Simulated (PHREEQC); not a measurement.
# Copper plating or etch bath

A solution holds 93 mmol/kgw CuCl2 and 0.58 mmol/kgw FeCl3, at 25 °C. Closed to the air; pH follows from the charge balance.

All values are PHREEQC results (ion-association model, wateq4f.dat), not measurements.

Each row changes one thing in this solution. No solid was allowed to form.

| case | pH | ionic strength (mol/kgw) | Cl- (mol/kgw) | FeOH+2 (mol/kgw) | Fe(OH)2+ (mol/kgw) | FeCl+2 (mol/kgw) | SI of Goethite (FeOOH) | SI of Hematite (Fe2O3) |
|---|---|---|---|---|---|---|---|---|
| as made | 3.37 | 0.257 | 0.175 | 0.000299 | 8.65e-5 | 7.25e-5 | +5.84 | +13.69 |
| temperature from 25 to 60 °C | 3.23 | 0.210 | 0.151 | 0.000304 | 0.000209 | 3.74e-5 | +5.88 | +13.92 |
| FeCl3 from 0.00058 to 0.000638 mol/kgw | 3.34 | 0.257 | 0.175 | 0.000324 | 8.74e-5 | 8.42e-5 | +5.82 | +13.64 |
| diluted 100-fold with water | 4.92 | 0.00280 | 0.00187 | 2.38e-7 | 5.51e-6 | 2.36e-11 | +6.31 | +14.62 |
| temperature from 25 to 85 °C | 3.17 | 0.173 | 0.132 | 0.000251 | 0.000300 | ? | +5.85 | +13.95 |
| diluted 10-fold with water | 4.06 | 0.0276 | 0.0185 | 1.69e-5 | 4.05e-5 | 1.08e-7 | +6.27 | +14.55 |
| 0.018 mol/kgw K2HPO4 added | 5.56 | 0.273 | 0.177 | 1.22e-5 | ? | 1.94e-8 | +8.82 | +19.65 |
| CuCl2 left out | 3.18 | 0.00228 | 0.00174 | 0.000363 | 0.000157 | 1.84e-6 | +6.03 | +14.06 |

Question: What belongs in the gaps?

Answer: 
- temperature from 25 to 85 °C, FeCl+2 (mol/kgw): 1.90e-5
- 0.018 mol/kgw K2HPO4 added, Fe(OH)2+ (mol/kgw): 0.000534

Complexes and solids missing from the database can't appear. Some of these states are supersaturated (in Hematite (slow to form), Goethite (slow to form), Fe(OH)3(a), for instance). H3PO4, which wateq4f.dat lacks, is added to it with the constant of phreeqc.dat. At this temperature some constants are extrapolated from 25 °C, and those without enthalpy data are left unchanged. The database has no phosphate complexes of Cu.
